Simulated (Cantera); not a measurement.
A perfectly stirred reactor is fed with H2 : O2 : N2 = 0.015 : 1 : 0.33 (molar parts), equivalence ratio 0.0075, at 0.0132 atm; it is held at 1023 K, and followed from long to short residence time.

Computed with Cantera and the H2/O2 subset of GRI-Mech 3.0, which has no nitrogen chemistry. Radical loss at walls, strong at low pressure, is not modelled.

Task: What does this change do: temperature 1023 to 1300 K?

Result: 
```
quantity                  before     after
----------------------  --------  --------
x(H2) at τ = 4.30 s      6.69e-5   1.82e-5
x(O2) at τ = 4.30 s        0.742     0.741
x(OH) at τ = 4.30 s     0.000116  0.000435
x(H) at τ = 4.30 s       1.44e-5   2.77e-5
x(H2O2) at τ = 4.30 s    2.10e-8   8.93e-9
x(H2) at τ = 0.160 s    0.000424  0.000116
x(O2) at τ = 0.160 s       0.740     0.736
x(OH) at τ = 0.160 s    0.000399  0.000994
x(H) at τ = 0.160 s     0.000282  0.000311
x(H2O2) at τ = 0.160 s   4.50e-8   1.62e-8
```
